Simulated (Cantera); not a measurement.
# Adiabatic ignition

An adiabatic, constant-volume homogeneous reactor starts with 27.4 % H₂, 15.2 % O₂, 57.3 % N₂, equivalence ratio 0.90, at 1275 K and 760 Torr.

Model: the H2/O2 subset of GRI-Mech 3.0, which has no nitrogen chemistry, integrated in Cantera.

```csv
t (s),T (K),P (bar),x H₂,x O₂,x H₂O,x H₂O₂,x OH,x H,x O
1.00e-6,1275,1.01,0.274,0.152,2.28e-9,1.76e-11,8.14e-10,1.18e-8,1.22e-9
3.10e-6,1275,1.01,0.274,0.152,4.42e-8,1.77e-10,5.61e-9,6.53e-8,9.07e-9
9.63e-6,1275,1.01,0.274,0.152,2.74e-6,2.87e-9,2.04e-7,2.27e-6,3.34e-7
2.99e-5,1553,1.22,0.115,0.0818,0.118,3.17e-6,0.0115,0.0781,0.0158
9.28e-5,2916,2.10,0.0373,0.0261,0.240,8.34e-7,0.0350,0.0175,0.0102
0.000288,2931,2.10,0.0367,0.0259,0.241,8.76e-7,0.0348,0.0169,0.00991
0.000894,2931,2.10,0.0367,0.0259,0.241,8.76e-7,0.0348,0.0169,0.00991
0.00278,2931,2.10,0.0367,0.0259,0.241,8.76e-7,0.0348,0.0169,0.00991
0.00862,2931,2.10,0.0367,0.0259,0.241,8.76e-7,0.0348,0.0169,0.00991
0.0267,2931,2.10,0.0367,0.0259,0.241,8.76e-7,0.0348,0.0169,0.00991
0.0830,2931,2.10,0.0367,0.0259,0.241,8.76e-7,0.0348,0.0169,0.00991
0.258,2931,2.10,0.0367,0.0259,0.241,8.76e-7,0.0348,0.0169,0.00991
0.800,2931,2.10,0.0367,0.0259,0.241,8.76e-7,0.0348,0.0169,0.00991
```
x: mole fraction; the columns are a selection and need not sum to one.

time of steepest temperature rise: 30.2 µs
temperature at 0.800 s: 2931 K
equilibrium temperature: 2931 K
x(H₂) at 0.800 s: 0.0367 (gas-phase equilibrium 0.0367)
x(O₂) at 0.800 s: 0.0259 (gas-phase equilibrium 0.0259)
x(H₂O) at 0.800 s: 0.241 (gas-phase equilibrium 0.241)
